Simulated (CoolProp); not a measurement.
Saturated liquid density (kg/m³) of n-nonane: the reference equation beside estimates from Tc = 321.4 °C, pc = 22.82 bar, ω = 0.443. Rackett uses Z = 0.29056 − 0.08775 ω.

Model: reference Helmholtz-energy equation of state, Lemmon 2006, in CoolProp. It is a short technical equation, of lower accuracy than the large ones.

| T (°C) | reference | Rackett | Redlich-Kwong | Soave-Redlich-Kwong |
|---|---|---|---|---|
| 134.25 | 623.9 | 634.2 | 497.5 | 532.2 |
| 136.45 | 621.9 | 632.0 | 495.6 | 530.4 |
| 138.65 | 620.0 | 629.9 | 493.7 | 528.7 |
| 140.85 | 618.0 | 627.8 | 491.8 | 526.9 |
| 143.05 | 616.0 | 625.6 | 489.9 | 525.1 |
| 145.25 | 614.0 | 623.5 | 488.0 | 523.3 |
| 147.45 | 612.0 | 621.3 | 486.0 | 521.5 |
| 149.55 | 610.1 | 619.2 | 484.1 | 519.7 |
| 151.75 | 608.0 | 617.0 | 482.1 | 517.8 |
| 153.95 | 606.0 | 614.8 | 480.1 | 515.9 |
| 156.15 | 604.0 | 612.6 | 478.1 | 514.0 |
| 158.35 | 601.9 | 610.3 | 476.1 | 512.1 |
| 160.55 | 599.8 | 608.1 | 474.0 | 510.1 |
| 162.75 | 597.7 | 605.8 | 471.9 | 508.1 |
| 164.85 | 595.7 | 603.6 | 469.9 | 506.2 |

Absolute difference from the reference over all 15 rows, mean and median: Rackett 1.5 and 1.5 %, Redlich-Kwong 20.7 and 20.7 %, Soave-Redlich-Kwong 14.8 and 14.8 %.
